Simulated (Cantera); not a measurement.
Input: 1 mol C2H5OH, 0.71 mol NH3, 0.41 mol H2, 1.6 mol O2, at 29.0 mbar.

Cantera equilibrium calculation (NASA polynomials, part measured and part estimated; ideal gas, pure solids and liquids). Candidate condensed phases: C, C6H6, C7H8, C8H18, H2O; 136 gas species. Kinetics and transport are ignored.

x: gas mole fraction; n: condensed amount in mol.

| T (K) | x H2 | x H2O | x CO | x CO2 | x CH4 | x N2 | x H | n C(graphite) |
|---|---|---|---|---|---|---|---|---|
| 598 | 0.202 | 0.417 | 0.00319 | 0.191 | 0.118 | 0.0679 | <1e-12 | 0.365 |
| 698 | 0.418 | 0.226 | 0.0407 | 0.211 | 0.0450 | 0.0583 | <1e-12 | 0.191 |
| 798 | 0.495 | 0.158 | 0.123 | 0.168 | 0.00272 | 0.0523 | … | 0 |
| 898 | 0.472 | 0.183 | 0.154 | 0.139 | 6.01e-5 | 0.0520 | … | 0 |
| 998 | 0.450 | 0.206 | 0.176 | 0.117 | 2.61e-6 | 0.0520 | … | 0 |
| 1098 | 0.432 | 0.223 | 0.194 | 0.0992 | 1.98e-7 | 0.0520 | … | 0 |
| 1198 | 0.419 | 0.236 | 0.207 | 0.0857 | 2.30e-8 | 0.0520 | … | 0 |
| 1298 | 0.408 | 0.247 | 0.218 | 0.0751 | 3.73e-9 | 0.0520 | … | 0 |
| 1398 | 0.400 | 0.255 | 0.226 | 0.0668 | 7.87e-10 | 0.0520 | … | 0 |
| 1498 | 0.393 | 0.262 | 0.233 | 0.0601 | 2.05e-10 | 0.0520 | … | 0 |
| 1598 | 0.388 | 0.267 | 0.238 | 0.0548 | 6.36e-11 | 0.0520 | … | 0 |
| 1698 | 0.383 | 0.272 | 0.242 | 0.0504 | 2.27e-11 | 0.0520 | … | 0 |
| 1798 | 0.379 | 0.275 | 0.246 | 0.0468 | 9.13e-12 | 0.0519 | … | 0 |
| 1898 | 0.375 | 0.278 | 0.249 | 0.0438 | 4.04e-12 | 0.0519 | … | 0 |

Question: Fill in the missing entries.

Answer: 
- 798, x H: 1.10e-11
- 898, x H: 4.41e-10
- 998, x H: 8.47e-9
- 1098, x H: 9.55e-8
- 1198, x H: 7.22e-7
- 1298, x H: 4.02e-6
- 1398, x H: 1.76e-5
- 1498, x H: 6.33e-5
- 1598, x H: 0.000195
- 1698, x H: 0.000526
- 1798, x H: 0.00127
- 1898, x H: 0.00281
